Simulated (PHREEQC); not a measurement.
**Silver or lead bath: speciation**

Make-up at 25 °C: 0.005 mol PbCl2 and 0.0064 mol Na2SO4 per kg of water. Closed to the air; pH follows from the charge balance.

The numbers come from PHREEQC with the ion-association model, phreeqc.dat.

Each row changes one thing in this solution. This is a speciation only: nothing precipitates in the calculation.

```
case                                                 pH  ionic strength (mol/kgw)  Cl- (mol/kgw)  SO4-2 (mol/kgw)  HSO4- (mol/kgw)
-------------------------------------------------  ----  ------------------------  -------------  ---------------  ---------------
as made                                            5.30                    0.0252        0.00946          0.00431          1.34e-6
PbCl2 from 0.005 to 0.0005 mol/kgw                 5.85                    0.0192              …                …          5.44e-7
PbCl2 replaced by LiCl at the same molality        7.05                    0.0236        0.00500                …          3.40e-8
temperature from 25 to 15 °C                       5.29                    0.0253        0.00957          0.00426          1.12e-6
Na2SO4 replaced by Al2(SO4)3 at the same molality     …                    0.0410        0.00955          0.00635          3.77e-5
temperature from 25 to 80 °C                       5.45                    0.0252        0.00876          0.00462                …
```

### Question
Fill in the missing entries.

### Answer

- PbCl2 from 0.005 to 0.0005 mol/kgw, Cl- (mol/kgw): 0.000995
- PbCl2 from 0.005 to 0.0005 mol/kgw, SO4-2 (mol/kgw): 0.00591
- PbCl2 replaced by LiCl at the same molality, SO4-2 (mol/kgw): 0.00611
- Na2SO4 replaced by Al2(SO4)3 at the same molality, pH: 3.98
- temperature from 25 to 80 °C, HSO4- (mol/kgw): 4.03e-6

Some of these states are supersaturated (in Anglesite, Gibbsite (slow to form), Pb(OH)2, for instance). Constants without temperature data keep their 25 °C values here.
